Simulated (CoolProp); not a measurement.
Properties of CF4 (R14) at several states (Tc = 227.4 K, pc = 3762 kPa, ω = 0.178).

Values from CoolProp's reference Helmholtz-energy equation of state, Platzer 1990. This equation is an older, rougher fit; its heat capacities, sound speeds and derivatives of the liquid may be far off and weren't checked against measurements.

| T (K) | p (kPa) | phase | Z | conductivity (mW/(m K)) |
|---|---|---|---|---|
| 251.5 | 21700 | supercritical | (withheld) | (withheld) |
| 254.6 | 99.7 | gas | 0.9937 | 12.6 |
| 208.3 | 19.3 | gas | 0.9977 | (withheld) |
| 441.9 | 264 | gas | 0.9989 | (withheld) |
| 252.7 | 25.6 | gas | 0.9983 | (withheld) |

### Question
Some entries are withheld; supply them.

### Answer

- 251.5, Z: 0.7845
- 251.5, conductivity (mW/(m K)): 51.5
- 208.3, conductivity (mW/(m K)): 9.18
- 441.9, conductivity (mW/(m K)): 27.6
- 252.7, conductivity (mW/(m K)): 12.4

Thermal conductivity comes from a separate model (Huber 2003), an estimate that may be off by 10 % or more.
